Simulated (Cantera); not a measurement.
A closed system holds: 1 mol SiH4, 5.7 mol O3, at 90.0 Pa.

Method: chemical equilibrium by Gibbs-energy minimisation in Cantera with the NASA 1993 tables (ideal gas, pure condensed phases). Candidate condensed phases: H2O, Si, SiO2; 18 gas species. The tables hold silica as quartz up to 1696 K and as liquid above; real silica turns to tridymite and cristobalite and melts near 1996 K. The numbers say what is thermodynamically allowed, not how fast it happens.

Task: Which condensed phases are stable at each of these points (T (°C)): 1175, 1225, 1275, 1325, 1375, 1425, 1475, 1525?

Result: 
| T (°C) | condensed phases | Si condensed (%) |
|---|---|---|
| 1175 | SiO2(β-quartz) | 100.0 |
| 1225 | SiO2(β-quartz) | 100.0 |
| 1275 | SiO2(β-quartz) | 100.0 |
| 1325 | SiO2(β-quartz) | 100.0 |
| 1375 | SiO2(β-quartz) | 100.0 |
| 1425 | SiO2(condensed) | 100.0 |
| 1475 | SiO2(condensed) | 100.0 |
| 1525 | SiO2(condensed) | 100.0 |

From 1175 °C to 1375 °C the condensed part is SiO2(β-quartz). From 1425 °C to 1525 °C the condensed part is SiO2(condensed).
